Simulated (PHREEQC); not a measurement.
PHREEQC input (Pitzer model, pitzer.dat):

```
SOLUTION 1
  temp 25
  units mol/kgw
  pH 7 charge
END
SELECTED_OUTPUT 1
  -reset false
  -pH true
  -pe true
  -ionic_strength true
  -water true
  -totals K S
  -molalities H+ K+ SO4-2 OH- HSO4-
  -equilibrium_phases Arcanite
  -saturation_indices Misenite
PRINT
  -reset false
USE solution 1
REACTION_TEMPERATURE 1
  10 18 26 34 42 50 58 66 74 82 90
EQUILIBRIUM_PHASES 1
  Arcanite 0 30
END
```

Selected output (columns that matter, 11 of 11 rows; T (°C) added in front):

```
T (°C)	pH	mu	K	S	m_H+	m_K+	m_SO4-2	m_OH-	Arcanite	si_Misenite
10	7.6152	1.4794	0.98625	0.49313	5.3548e-08	0.98625	0.49313	1.7398e-07	29.507	-47.559
18	7.5216	1.706	1.1374	0.56868	6.8499e-08	1.1374	0.56868	2.768e-07	29.431	-46.376
26	7.4416	1.9315	1.2876	0.64382	8.4198e-08	1.2876	0.64382	4.311e-07	29.356	-45.372
34	7.3738	2.1529	1.4353	0.71764	9.9908e-08	1.4353	0.71764	6.5849e-07	29.282	-44.529
42	7.3166	2.3686	1.5791	0.78953	1.1495e-07	1.5791	0.78953	9.8789e-07	29.21	-43.827
50	7.2689	2.5776	1.7184	0.85918	1.2878e-07	1.7184	0.85918	1.4574e-06	29.141	-43.25
58	7.2294	2.7795	1.853	0.92651	1.4097e-07	1.853	0.9265	2.1162e-06	29.073	-42.786
66	7.1973	2.9747	1.9831	0.99156	1.5128e-07	1.9831	0.99156	3.0275e-06	29.008	-42.423
74	7.1718	3.1635	2.109	1.0545	1.5955e-07	2.109	1.0545	4.2707e-06	28.945	-42.151
82	7.1522	3.3466	2.231	1.1155	1.6574e-07	2.231	1.1155	5.9451e-06	28.884	-41.961
90	7.1381	3.5244	2.3496	1.1748	1.6989e-07	2.3496	1.1748	8.1735e-06	28.825	-41.847
```

At this temperature some constants are extrapolated from 25 °C, and those without enthalpy data are left unchanged.
